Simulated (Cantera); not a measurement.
# Titanium nitride, carbide and oxide coatings: Ti + CH4

Input: 1 mol Ti, 1.2 mol CH4, held at 0.130 bar.

Cantera equilibrium calculation (NASA polynomials, part measured and part estimated; ideal gas, pure solids and liquids). Candidate condensed phases: C, C6H6, C7H8, C8H18, Ti, TiC; 77 gas species. TiC: taken at fixed stoichiometry. The numbers say what is thermodynamically allowed, not how fast it happens.

| T (K) | x H2 | x H | x C2H2 (acetylene) | x CH4 | x CH3 | x C4H2 | n C(graphite) | n TiC(s) |
|---|---|---|---|---|---|---|---|---|
| 1348 | 0.999 | 6.41e-6 | 1.20e-6 | 0.000757 | 9.65e-8 | <1e-12 | 0.198 | 1.00 |
| 1498 | 1.000 | 4.77e-5 | 8.81e-6 | 0.000337 | 3.25e-7 | 2.97e-11 | 0.199 | 1.00 |
| 1648 | 1.000 | 0.000247 | 4.47e-5 | 0.000174 | 8.75e-7 | 7.78e-10 | 0.199 | 1.00 |
| 1798 | 0.999 | 0.000976 | 0.000172 | 0.000100 | 1.99e-6 | 1.17e-8 | 0.199 | 1.00 |
| 1948 | 0.996 | 0.00313 | 0.000537 | 6.31e-5 | 3.95e-6 | 1.16e-7 | 0.197 | 1.00 |
| 2098 | 0.990 | 0.00849 | 0.00141 | 4.22e-5 | 7.07e-6 | 8.16e-7 | 0.193 | 1.00 |
| 2248 | 0.977 | 0.0201 | 0.00324 | 2.95e-5 | 1.15e-5 | 4.38e-6 | 0.184 | 1.000 |
x: gas mole fraction; n: condensed amount in mol.

From 1348 K to 2248 K the condensed part is C(graphite) + TiC(s).
